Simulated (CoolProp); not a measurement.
Vapour-liquid equilibrium of R113 (1) + n-hexane (2) at 310.2 K; x and y are mole fractions of (1).

Model: multi-fluid Helmholtz-energy mixture model, Marx 1992 and Thol 2019; pair parameters Bell 2016, in CoolProp.

### Question
Give the bubble pressure and the first vapour's composition at x = 0.275, 0.35, 0.425. Is there an azeotrope?

### Answer
x = 0.275: 0.04783 MPa, y = 0.478; x = 0.35: 0.05094 MPa, y = 0.553; x = 0.425: 0.05379 MPa, y = 0.618. No azeotrope shows between x = 0.05 and 0.95.

Pair parameters are fitted to limited data, so mixtures are less certain than the pure fluids.
